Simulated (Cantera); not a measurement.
A closed system holds: 1 mol Al, 19 mol N₂, 370 mol H₂, at 477 °C and 35.0 Pa.

Cantera equilibrium calculation (NASA polynomials, part measured and part estimated; ideal gas, pure solids and liquids). Candidate condensed phases: Al, AlN; 13 gas species. The numbers say what is thermodynamically allowed, not how fast it happens.

Base state: H₂ 0.952, N₂ 0.0476 (mole fractions); condensed: AlN(s).

Q: What changes in the equilibrium state with this change: Al replaced by AlCl₃?

A: 
```tsv
species	before	after
H₂	0.952	0.945
N₂	0.0476	0.0474
HCl	0	0.00765
AlCl₃	0	1.34e-5
AlN(s), mol	1.00	0.995
```
Further candidate phases: AlCl₃, NH₄Cl.
